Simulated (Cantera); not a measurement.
# Halide evaporation, hydrolysis and transport: CsCl + O2 + H2 + HCl

Charge: 1 mol CsCl, 1.2 mol O2, 2.7 mol H2, 0.04 mol HCl, equilibrated at 100 Torr.

These are equilibrium values from Cantera (NASA tables, ideal gas, pure condensed phases), not measurements of a reactor. Candidate condensed phases: Cs, CsCl, CsOH, H2O; 22 gas species. Rates play no part.

At 873 K the condensed part is CsCl(s). From 1023 K to 1173 K the condensed part is CsCl(l). From 1323 K to 2223 K nothing is condensed. The main Cs-bearing gas is Cs2Cl2 at 873 K and CsCl at 2223 K.

| T (K) | x H2O | x CsCl | x H2 | x Cs2Cl2 | x HCl | x CsOH | x OH | x H | n CsCl(s) | n CsCl(l) |
|---|---|---|---|---|---|---|---|---|---|---|
| 873 | 0.876 | 0.000250 | 0.109 | 0.000126 | 0.0146 | 2.53e-10 | <1e-12 | 4.24e-11 | 0.999 | 0 |
| 1023 | 0.865 | 0.00836 | 0.108 | 0.00414 | 0.0144 | 1.31e-7 | 7.85e-11 | 3.73e-9 | 0 | 0.954 |
| 1173 | 0.756 | 0.0966 | 0.0945 | 0.0405 | 0.0126 | 1.18e-5 | 5.47e-9 | 9.93e-8 | 0 | 0.436 |
| 1323 | 0.659 | 0.219 | 0.0824 | 0.0279 | 0.0111 | 0.000132 | 1.44e-7 | 1.25e-6 | 0 | 0 |
| 1473 | 0.646 | 0.254 | 0.0808 | 0.00763 | 0.0113 | 0.000529 | 2.05e-6 | 9.85e-6 | 0 | 0 |
| 1623 | 0.642 | 0.262 | 0.0803 | 0.00224 | 0.0123 | 0.00143 | 1.79e-5 | 5.36e-5 | 0 | 0 |
| 1773 | 0.639 | 0.263 | 0.0800 | 0.000775 | 0.0141 | 0.00300 | 0.000109 | 0.000220 | 0 | 0 |
| 1923 | 0.635 | 0.260 | 0.0796 | 0.000311 | 0.0169 | 0.00520 | 0.000500 | 0.000728 | 0 | 0 |
| 2073 | 0.630 | 0.256 | 0.0791 | 0.000140 | 0.0206 | 0.00788 | 0.00183 | 0.00203 | 0 | 0 |
| 2223 | 0.618 | 0.249 | 0.0798 | 6.91e-5 | 0.0250 | 0.0108 | 0.00554 | 0.00496 | 0 | 0 |
x: gas mole fraction; n: condensed amount in mol.
